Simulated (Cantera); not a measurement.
Feed: 1 mol Si2Cl6, 0.52 mol HCl, 12 mol N2, held at 1175 K and 6.45 Torr.

Method: chemical equilibrium by Gibbs-energy minimisation in Cantera with the NASA 1993 tables (ideal gas, pure condensed phases). Candidate condensed phases: NH4Cl, Si, Si3N4; 28 gas species. The feed counts by its element totals alone. N2 is the only nitrogen source here; it is nearly inert below about 1500 K, so the nitride shown seldom forms there in practice. The tables' values for SiCl3 are old estimates; treat these amounts as uncertain. Equilibrium is a limit: real reactors are often held back by kinetics, nucleation or transport.

Base state: N2 0.852, SiCl4 0.108, HCl 0.0363, SiCl3 0.00248, H2 0.000785, SiCl2 0.000559, SiHCl3 5.49e-5 (mole fractions); condensed: Si3N4(s).

Problem. What changes in the equilibrium state with this change: pressure from 6.45 Torr to 750 Torr?

Solution. 
```tsv
species	before	after
N2	0.852	0.853
SiCl4	0.108	0.110
HCl	0.0363	0.0347
SiCl3	0.00248	0.000348
SiCl2	0.000559	1.07e-5
SiHCl3	5.49e-5	0.000117
Si3N4(s), mol	0.161	0.162
```

Problem. What changes in the equilibrium state with this change: temperature from 1175 K to 1200 K?

Solution. 
```json
[
 {"species": "N2", "before": "0.852", "after": "0.852"},
 {"species": "SiCl4", "before": "0.108", "after": "0.107"},
 {"species": "HCl", "before": "0.0363", "after": "0.0363"},
 {"species": "SiCl3", "before": "0.00248", "after": "0.00350"},
 {"species": "SiCl2", "before": "0.000559", "after": "0.00101"},
 {"species": "SiHCl3", "before": "5.49e-5", "after": "6.09e-5"},
 {"species": "H2", "before": "0.000785", "after": "0.000763"},
 {"species": "Si3N4(s), mol", "before": "0.161", "after": "0.158"}
]
```

Problem. What changes in the equilibrium state with this change: HCl from 0.52 to 2.9 mol?

Solution. 
| species | before | after |
|---|---|---|
| N2 | 0.852 | 0.733 |
| HCl | 0.0363 | 0.151 |
| SiCl4 | 0.108 | 0.0987 |
| H2 | 0.000785 | 0.0149 |
| SiHCl3 | 5.49e-5 | 0.000229 |
| SiCl3 | 0.00248 | 0.00238 |
| SiCl2 | 0.000559 | 0.000563 |
| Si3N4(s), mol | 0.161 | 0.122 |
